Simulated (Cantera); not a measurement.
Feed: 1 mol Si, 0.87 mol H₂, 5.3 mol HCl, at 927 °C and 278 Torr.

Method: chemical equilibrium by Gibbs-energy minimisation in Cantera with the NASA 1993 tables (ideal gas, pure condensed phases). Candidate condensed phases: Si; 19 gas species. The tables' values for SiCl₃ are old estimates; treat these amounts as uncertain. Equilibrium is a limit: real reactors are often held back by kinetics, nucleation or transport.

Base state: H₂ 0.542, HCl 0.265, SiCl₄ 0.179, SiHCl₃ 0.00995, SiCl₃ 0.00327, SiCl₂ 0.000525, SiH₂Cl₂ 7.24e-5 (mole fractions); condensed: gas only.

Task: What changes in the equilibrium state with this change: temperature from 927 °C to 550 °C?

Result: 
```csv
species,before,after
H₂,0.542,0.555
HCl,0.265,0.252
SiCl₄,0.179,0.193
SiCl₂,0.000525,<1e-9
SiCl₃,0.00327,1.23e-6
SiH₂Cl₂,7.24e-5,1.14e-7
SiHCl₃,0.00995,0.000512
```
